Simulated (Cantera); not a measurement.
Mixture: 14.4 % CH4, 18.0 % O2, 67.5 % N2, 0.137 % H2O, at 7500 Torr, adiabatic and at constant volume. Ignition delay is the time to a rise of 400 K.

Computed with Cantera and GRI-Mech 3.0 (53 species, 325 reactions).

Problem. Predict: delay at 1075 K; delay at 1125 K; delay at 1175 K; delay at 1225 K; delay at 1275 K; delay at 1325 K; delay at 1375 K; apparent activation energy between 1275 and 1375 K.

Solution. 
```json
{
  "delay at 1075 K": "30.5 ms",
  "delay at 1125 K": "15.1 ms",
  "delay at 1175 K": "7.84 ms",
  "delay at 1225 K": "4.20 ms",
  "delay at 1275 K": "2.32 ms",
  "delay at 1325 K": "1.31 ms",
  "delay at 1375 K": "0.762 ms",
  "apparent activation energy between 1275 and 1375 K": "160 kJ/mol"
}
```
